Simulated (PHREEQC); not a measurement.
A column of 1 m (40 cells, dispersivity 0.08 m, 300 s a shift, diffusion coefficient 3e-10 m²/s) holds 0.014 eq of the database's cation exchanger X per kg of pore water, first in equilibrium with 0.017 mol/kgw CaCl2 and 1e-05 mol/kgw HCl. It is flushed with 0.0048 mol/kgw PbCl2, 0.0006 mol/kgw BaCl2, 0.00035 mol/kgw CuCl2 and 1e-05 mol/kgw HCl, at 25 °C. Values are for the last cell. No CO2 enters from the air. No solid was allowed to form.

Base run: PHREEQC, ion-association model, phreeqc.dat. Each further column changes one thing. The table gives Pb in solution (mol/kgw).

```json
[
 {"pore volumes": "0", "base": "0", "exchange capacity from 0.014 to 0.007 eq/kgw": "0", "dispersivity from 0.08 to 0.16 m": "0"},
 {"pore volumes": "0.4625", "base": "5.69e-6", "exchange capacity from 0.014 to 0.007 eq/kgw": "2.85e-5", "dispersivity from 0.08 to 0.16 m": "6.36e-5"},
 {"pore volumes": "0.7625", "base": "0.000125", "exchange capacity from 0.014 to 0.007 eq/kgw": "0.000424", "dispersivity from 0.08 to 0.16 m": "0.000383"},
 {"pore volumes": "1.212", "base": "0.000512", "exchange capacity from 0.014 to 0.007 eq/kgw": "0.00147", "dispersivity from 0.08 to 0.16 m": "0.000995"},
 {"pore volumes": "1.512", "base": "0.000897", "exchange capacity from 0.014 to 0.007 eq/kgw": "0.00225", "dispersivity from 0.08 to 0.16 m": "0.00143"},
 {"pore volumes": "1.962", "base": "0.00181", "exchange capacity from 0.014 to 0.007 eq/kgw": "0.00340", "dispersivity from 0.08 to 0.16 m": "0.00215"},
 {"pore volumes": "2.263", "base": "0.00254", "exchange capacity from 0.014 to 0.007 eq/kgw": "0.00396", "dispersivity from 0.08 to 0.16 m": "0.00264"},
 {"pore volumes": "2.712", "base": "0.00349", "exchange capacity from 0.014 to 0.007 eq/kgw": "0.00445", "dispersivity from 0.08 to 0.16 m": "0.00331"},
 {"pore volumes": "3.013", "base": "0.00395", "exchange capacity from 0.014 to 0.007 eq/kgw": "0.00461", "dispersivity from 0.08 to 0.16 m": "0.00367"},
 {"pore volumes": "3.462", "base": "0.00437", "exchange capacity from 0.014 to 0.007 eq/kgw": "0.00473", "dispersivity from 0.08 to 0.16 m": "0.00407"},
 {"pore volumes": "3.763", "base": "0.00453", "exchange capacity from 0.014 to 0.007 eq/kgw": "0.00476", "dispersivity from 0.08 to 0.16 m": "0.00427"},
 {"pore volumes": "4.213", "base": "0.00467", "exchange capacity from 0.014 to 0.007 eq/kgw": "0.00479", "dispersivity from 0.08 to 0.16 m": "0.00447"},
 {"pore volumes": "4.513", "base": "0.00472", "exchange capacity from 0.014 to 0.007 eq/kgw": "0.00479", "dispersivity from 0.08 to 0.16 m": "0.00456"},
 {"pore volumes": "4.963", "base": "0.00476", "exchange capacity from 0.014 to 0.007 eq/kgw": "0.00480", "dispersivity from 0.08 to 0.16 m": "0.00465"}
]
```
